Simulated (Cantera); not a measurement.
Feed: 1 mol CO, 1.9 mol NH3, 2 mol N2, at 0.00290 bar.

Equilibrium computed with Cantera from the NASA thermochemical tables; the gas is ideal and each condensed phase is pure. Candidate condensed phases: C, C6H6, C7H8, C8H18, H2O; 136 gas species. Kinetics and transport are ignored.

Problem. Which condensed phases are stable at each of these points (T (K)): 1023, 1173, 1323, 1473, 1623, 1773, 1923, 2073, 2223, 2373?

Solution. 
```csv
T (K),condensed phases,C condensed (%)
1023,C(graphite),0.0
1173,gas only,0.0
1323,gas only,0.0
1473,gas only,0.0
1623,gas only,0.0
1773,gas only,0.0
1923,gas only,0.0
2073,gas only,0.0
2223,gas only,0.0
2373,gas only,0.0
```

At 1023 K the condensed part is C(graphite). From 1173 K to 2373 K nothing is condensed.
